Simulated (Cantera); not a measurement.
An isothermal, constant-pressure homogeneous reactor starts with NO : N2 : H2O = 1 : 0.57 : 0.02 (molar parts), at 1550 K and 101000 Pa.

Detailed kinetics in Cantera: GRI-Mech 3.0 (53 species, 325 reactions).

x: mole fraction; the columns are a selection and need not sum to one.

```csv
t (s),x NO,x O,x NO2,x O2,x N2,x N2O
0.000500,0.629,5.01e-8,3.24e-6,3.42e-9,0.358,3.39e-6
0.00149,0.629,6.10e-8,1.03e-5,2.69e-8,0.358,9.83e-6
0.00442,0.629,9.69e-8,3.39e-5,3.21e-7,0.359,2.71e-5
0.0131,0.629,1.95e-7,0.000105,4.78e-6,0.359,6.52e-5
0.0390,0.628,(withheld),(withheld),(withheld),0.359,(withheld)
0.116,0.627,5.17e-7,0.000377,0.000541,0.359,0.000129
0.345,0.624,6.09e-7,0.000450,0.00207,0.361,0.000128
1.02,0.615,8.12e-7,0.000606,0.00655,0.365,0.000124
3.05,0.589,1.20e-6,0.000882,0.0192,0.378,0.000113
9.05,0.523,1.85e-6,0.00123,0.0517,0.411,8.91e-5
26.9,0.393,2.72e-6,0.00137,0.117,0.476,4.97e-5
80.0,(withheld),(withheld),(withheld),(withheld),(withheld),(withheld)
```

Question: Complete the blanks.

Answer: 
- 0.0390, x O: 3.98e-7
- 0.0390, x NO2: 0.000273
- 0.0390, x O2: 7.27e-5
- 0.0390, x N2O: 0.000114
- 80.0, x NO: 0.223
- 80.0, x O: 3.54e-6
- 80.0, x NO2: 0.00102
- 80.0, x O2: 0.202
- 80.0, x N2: 0.561
- 80.0, x N2O: 1.59e-5
